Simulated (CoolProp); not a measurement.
Vapour-liquid equilibrium of dimethyl ether (1) + R227EA (2) at 0.00699 MPa; x and y are mole fractions of (1).

The numbers come from the multi-fluid Helmholtz-energy mixture model, Wu 2011 and Lemmon 2016; pair parameters Bell 2016 in CoolProp.

| x | bubble temperature (K) | y at the bubble point | dew temperature at overall composition x (K) | liquid density (mol/L) |
|---|---|---|---|---|
| 0.05 | 209.4 | 0.012 | 210.5 | 10.24 |
| 0.2 | 211.6 | 0.130 | 212.1 | 11.02 |
| 0.35 | 212.1 | 0.402 | 212.2 | 11.89 |
| 0.5 | 209.8 | 0.695 | 211.7 | 12.90 |
| 0.65 | 206.4 | 0.873 | 210.4 | 14.04 |
| 0.8 | 203.4 | 0.955 | 208.1 | 15.33 |
| 0.95 | 201.1 | 0.992 | 203.6 | 16.79 |

y crosses x between x = 0.2 and 0.35: the model has an azeotrope there.

Pair parameters are fitted to limited data, so mixtures are less certain than the pure fluids.
